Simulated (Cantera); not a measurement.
Input: 1 mol C2H2, 3 mol NH3, at 790 Pa.

Cantera equilibrium calculation (NASA polynomials, part measured and part estimated; ideal gas, pure solids and liquids). Candidate condensed phases: C, C6H6, C7H8, C8H18; 92 gas species. Kinetics and transport are ignored.

x: gas mole fraction; n: condensed amount in mol.

| T (K) | x H2 | x N2 | x H | x HCN | x C2H2 (acetylene) | n C(graphite) |
|---|---|---|---|---|---|---|
| 1625 | 0.785 | 0.214 | 0.000703 | 0.000976 | 2.79e-5 | 1.99 |
| 1725 | 0.783 | 0.213 | 0.00185 | 0.00171 | 7.22e-5 | 1.99 |
| 1825 | 0.780 | 0.212 | … | … | … | 1.98 |
| 1925 | 0.775 | 0.211 | 0.00947 | 0.00439 | 0.000355 | 1.96 |
| 2025 | 0.765 | 0.209 | 0.0189 | 0.00649 | 0.000692 | 1.94 |
| 2125 | 0.748 | 0.206 | 0.0353 | 0.00918 | 0.00125 | 1.91 |
| 2225 | 0.722 | 0.201 | … | … | … | 1.87 |
| 2325 | 0.682 | 0.194 | 0.102 | 0.0161 | 0.00334 | 1.82 |
| 2425 | 0.627 | 0.186 | 0.159 | 0.0199 | 0.00490 | 1.75 |

Question: Fill in the missing entries.

Answer: 
- 2225, x H: 0.0619
- 2225, x HCN: 0.0124
- 2225, x C2H2 (acetylene): 0.00212
- 1825, x H: 0.00438
- 1825, x HCN: 0.00282
- 1825, x C2H2 (acetylene): 0.000168
